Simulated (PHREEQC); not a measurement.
# Polishing slurry liquid (model solution)

Consider water at 20 °C with 0.0008 mol TMAH and 0.0096 mol H3BO3 per kg of water. Closed to the air; pH follows from the charge balance.

Model: ion-association model, phreeqc.dat, run in PHREEQC.

- pH = 8.22
- ionic strength = 0.000800 mol/kgw
- total alkalinity = 0.800 meq/kg

| species | molality | activity | log γ |
|---|---|---|---|
| H3BO3 | 0.00880 | 0.00880 | 0.000 |
| (CH3)4N+ | 0.000800 | 0.000775 | -0.014 |
| H2BO3- | 0.000799 | 0.000774 | -0.014 |
| OH- | 1.19e-6 | 1.15e-6 | -0.014 |
| H+ | 6.15e-9 | 5.97e-9 | -0.013 |

No solid was allowed to form. (CH3)4N+ isn't in the database: it is added as a free cation with an ion size of 4 Å.
